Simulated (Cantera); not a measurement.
A closed system holds: 1 mol BN, 0.54 mol NF3, held at 1173.15 K and 26.0 mbar.

These are equilibrium values from Cantera (NASA tables, ideal gas, pure condensed phases), not measurements of a reactor. Candidate condensed phases: B, BN; 13 gas species. Equilibrium is a limit: real reactors are often held back by kinetics, nucleation or transport.

Base state: N2 0.500, BF3 0.500 (mole fractions); condensed: BN(s).

### Question
What changes in the equilibrium state with this change: NF3 from 0.54 to 1.4 mol?

### Answer
```tsv
species	before	after
N2	0.500	0.358
F	<1e-9	0.328
BF3	0.500	0.299
F2	<1e-9	0.0154
BN(s), mol	0.460	0
```
